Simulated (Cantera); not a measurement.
An adiabatic, constant-volume homogeneous reactor starts with H2 : O2 : N2 = 1 : 1.47 : 5.53 (molar parts), at 1223 K and 8.80 bar. Integrator tolerance rtol = 1e-08.

Computed with Cantera and GRI-Mech 3.0 (53 species, 325 reactions). The hydrogen kinetics of GRI-Mech 3.0 are dated; newer H2 mechanisms differ, most at raised pressure.

**Question.** What does this change do: initial temperature 1223 to 1448 K?

**Answer.** 
```json
[
 {"quantity": "time of steepest temperature rise", "before": "18.4 µs", "after": "2.39 µs"},
 {"quantity": "temperature at 1.00 s", "before": "2280 K", "after": "2447 K"},
 {"quantity": "equilibrium temperature", "before": "2280 K", "after": "2447 K"},
 {"quantity": "x(H2) at 1.00 s", "before": "0.000178 (gas-phase equilibrium 0.000178)", "after": "0.000461 (gas-phase equilibrium 0.000461)"},
 {"quantity": "x(O2) at 1.00 s", "before": "0.123 (gas-phase equilibrium 0.123)", "after": "0.120 (gas-phase equilibrium 0.120)"},
 {"quantity": "x(H) at 1.00 s", "before": "2.98e-5 (gas-phase equilibrium 2.98e-5)", "after": "0.000115 (gas-phase equilibrium 0.000115)"},
 {"quantity": "x(H2O) at 1.00 s", "before": "0.131 (gas-phase equilibrium 0.131)", "after": "0.129 (gas-phase equilibrium 0.129)"},
 {"quantity": "x(NO) at 1.00 s", "before": "0.0111 (gas-phase equilibrium 0.0111)", "after": "0.0152 (gas-phase equilibrium 0.0152)"},
 {"quantity": "x(HO2) at 1.00 s", "before": "1.16e-5 (gas-phase equilibrium 1.16e-5)", "after": "1.79e-5 (gas-phase equilibrium 1.79e-5)"},
 {"quantity": "x(N2O) at 1.00 s", "before": "2.33e-6 (gas-phase equilibrium 2.33e-6)", "after": "3.03e-6 (gas-phase equilibrium 3.03e-6)"}
]
```

**Question.** What does this change do: pressure from 8.80 bar to 1.00 bar?

**Answer.** 
```
quantity                                                              before                                      after
---------------------------------  -----------------------------------------  -----------------------------------------
time of steepest temperature rise                                    18.4 µs                                    45.7 µs
temperature at 1.00 s                                                 2280 K                                     2262 K
equilibrium temperature                                               2280 K                                     2262 K
x(H2) at 1.00 s                    0.000178 (gas-phase equilibrium 0.000178)  0.000471 (gas-phase equilibrium 0.000471)
x(O2) at 1.00 s                          0.123 (gas-phase equilibrium 0.123)        0.122 (gas-phase equilibrium 0.122)
x(H) at 1.00 s                       2.98e-5 (gas-phase equilibrium 2.98e-5)  0.000131 (gas-phase equilibrium 0.000131)
x(H2O) at 1.00 s                         0.131 (gas-phase equilibrium 0.131)        0.130 (gas-phase equilibrium 0.130)
x(NO) at 1.00 s                        0.0111 (gas-phase equilibrium 0.0111)      0.0107 (gas-phase equilibrium 0.0107)
x(HO2) at 1.00 s                     1.16e-5 (gas-phase equilibrium 1.16e-5)    6.29e-6 (gas-phase equilibrium 6.29e-6)
x(N2O) at 1.00 s                     2.33e-6 (gas-phase equilibrium 2.33e-6)    7.52e-7 (gas-phase equilibrium 7.52e-7)
```

**Question.** What does this change do: O2 1.47 to 1.9 parts?

**Answer.** 
```tsv
quantity	before	after
time of steepest temperature rise	18.4 µs	16.9 µs
temperature at 1.00 s	2280 K	2226 K
equilibrium temperature	2280 K	2226 K
x(H2) at 1.00 s	0.000178 (gas-phase equilibrium 0.000178)	0.000105 (gas-phase equilibrium 0.000105)
x(O2) at 1.00 s	0.123 (gas-phase equilibrium 0.123)	0.170 (gas-phase equilibrium 0.170)
x(H) at 1.00 s	2.98e-5 (gas-phase equilibrium 2.98e-5)	1.73e-5 (gas-phase equilibrium 1.73e-5)
x(H2O) at 1.00 s	0.131 (gas-phase equilibrium 0.131)	0.124 (gas-phase equilibrium 0.124)
x(NO) at 1.00 s	0.0111 (gas-phase equilibrium 0.0111)	0.0113 (gas-phase equilibrium 0.0113)
x(HO2) at 1.00 s	1.16e-5 (gas-phase equilibrium 1.16e-5)	1.21e-5 (gas-phase equilibrium 1.21e-5)
x(N2O) at 1.00 s	2.33e-6 (gas-phase equilibrium 2.33e-6)	2.29e-6 (gas-phase equilibrium 2.29e-6)
```
